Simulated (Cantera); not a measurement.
A freely propagating, adiabatic, planar premixed flame of 18.8 % H2, 17.1 % O2, 64.2 % N2, equivalence ratio 0.55, unburnt at 623 K and 2250 Torr; mixture-averaged transport, grid criteria slope 0.08 and curve 0.16, no radiation.

Cantera simulation using the H2/O2 subset of GRI-Mech 3.0, which has no nitrogen chemistry; the numbers are that mechanism's predictions, not measurements. The hydrogen kinetics of GRI-Mech 3.0 are dated; newer H2 mechanisms differ, most at raised pressure. Burning velocities carry a grid error of a few per cent, more on coarse grids. Lean hydrogen flames are cellular in practice and burn faster than this planar one.

Problem. Predict: laminar burning velocity; thermal thickness; peak x(H); peak x(HO2); peak x(H2O2).

Solution. 
```
Quantity                     Value
------------------------  --------
laminar burning velocity  301 cm/s
thermal thickness         0.111 mm
peak x(H)                  0.00802
peak x(HO2)               0.000565
peak x(H2O2)               6.25e-5
```
